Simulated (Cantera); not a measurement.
An isothermal, constant-pressure homogeneous reactor starts with H2 : O2 : N2 = 0.02 : 1 : 3.6 (molar parts), at 1223 K and 0.00170 bar. Integrator tolerance rtol = 1e-08.

Cantera simulation using GRI-Mech 3.0 (53 species, 325 reactions); the numbers are that mechanism's predictions, not measurements. Radical loss at walls, strong at low pressure, is not modelled.

Problem. What does this change do: pressure from 0.00170 bar to 0.0133 bar?

Solution. 
```csv
quantity,before,after
x(H2) at 4.00 s,2.99e-5 (gas-phase equilibrium 4.64e-9),1.13e-6 (gas-phase equilibrium 1.66e-9)
x(O2) at 4.00 s,0.213 (gas-phase equilibrium 0.215),0.215 (gas-phase equilibrium 0.215)
x(NO) at 4.00 s,1.55e-8 (gas-phase equilibrium 0.000235),8.02e-8 (gas-phase equilibrium 0.000235)
x(O) at 4.00 s,0.00315 (gas-phase equilibrium 4.57e-7),0.000110 (gas-phase equilibrium 1.63e-7)
x(N2O) at 4.00 s,2.14e-9 (gas-phase equilibrium 6.67e-10),2.41e-8 (gas-phase equilibrium 1.87e-9)
x(H2O) at 4.00 s,0.00399 (gas-phase equilibrium 0.00434),0.00430 (gas-phase equilibrium 0.00434)
x(HO2) at 4.00 s,3.97e-8 (gas-phase equilibrium 7.41e-10),5.40e-8 (gas-phase equilibrium 1.24e-9)
```
